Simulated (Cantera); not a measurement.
What does this Cantera script print?

```python
import numpy as np
import cantera as ct

gas_names = """
    OH
""".split()
cond_names = """
    Sr(a) Sr(b) Sr(L) SrO2H2(s) SrO2H2(L)
""".split()


# ... load() reads the species with a 1 bar reference pressure and builds the phases ...
species = {s.name: s for s in load("nasa_gas.yaml", gas_names) + load("nasa_condensed.yaml", cond_names)}
# Each term lists the table entries of one substance; the one whose range holds T is used.
reactions = {
    '2 OH(g) + Sr = Sr(OH)2':
        [(-2, ['OH']), (-1, ['Sr(a)', 'Sr(b)', 'Sr(L)']), (1, ['SrO2H2(s)', 'SrO2H2(L)'])],
}


def pick(names, T):
    return next(species[n] for n in names if species[n].thermo.min_temp <= T <= species[n].thermo.max_temp)


results = []
for label, terms in reactions.items():
    print(label)
    print("     T/K   dH/kJ  dS/(J/K)   dG/kJ   log10 K")
    for T in [300, 1423, 1523, 1623, 1723, 1823, 1923, 2023, 2123]:
        used = [(nu, pick(names, T)) for nu, names in terms]
        dH = sum(nu * s.thermo.h(T) for nu, s in used) / 1e6
        dS = sum(nu * s.thermo.s(T) for nu, s in used) / 1e3
        dG = dH - T * dS / 1e3
        logK = -dG * 1e6 / (ct.gas_constant * T * np.log(10))
        results.append((label, T, dH, dS, dG, logK, [s.name for _, s in used]))
        print(f"{T:8g} {dH:8.1f} {dS:8.1f} {dG:8.1f} {logK:8.2f}")
```

Output:

```
2 OH(g) + Sr = Sr(OH)2
     T/K   dH/kJ  dS/(J/K)   dG/kJ   log10 K
     300  -1047.6   -325.5   -950.0   165.40
    1423   -987.2   -256.7   -621.9    22.83
    1523   -981.7   -252.9   -596.5    20.46
    1623   -976.3   -249.5   -571.3    18.39
    1723   -970.9   -246.3   -546.6    16.57
    1823   -965.6   -243.3   -522.1    14.96
    1923   -960.4   -240.5   -497.9    13.52
    2023   -955.3   -237.9   -474.0    12.24
    2123   -950.2   -235.5   -450.3    11.08
```

Cantera with NASA thermochemical tables; ideal gases at 1 bar, condensed phases pure. Condensed species are held in their standard states even where they would react or evaporate.
